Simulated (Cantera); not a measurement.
Mixture: C₃H₈ : O₂ : N₂ = 1 : 7.58 : 28.5 (molar parts), at 10.0 bar, adiabatic and at constant volume. Ignition delay is the time to a rise of 400 K.

Cantera simulation using GRI-Mech 3.0 (53 species, 325 reactions); the numbers are that mechanism's predictions, not measurements. GRI-Mech 3.0 was tuned for natural gas; its chemistry of propane as a main component is partial and can be far from experiment.

Q: What does this change do: pressure from 10.0 bar to 1.50 bar?

A: 
```json
[
 {"quantity": "delay at 1225 K", "before": "0.966 ms", "after": "2.82 ms"},
 {"quantity": "delay at 1325 K", "before": "0.182 ms", "after": "0.481 ms"},
 {"quantity": "delay at 1425 K", "before": "44.0 µs", "after": "0.120 ms"},
 {"quantity": "delay at 1525 K", "before": "14.0 µs", "after": "42.0 µs"},
 {"quantity": "delay at 1625 K", "before": "5.72 µs", "after": "19.4 µs"},
 {"quantity": "apparent activation energy between 1575 and 1675 K", "before": "170 kJ/mol", "after": "150 kJ/mol"}
]
```
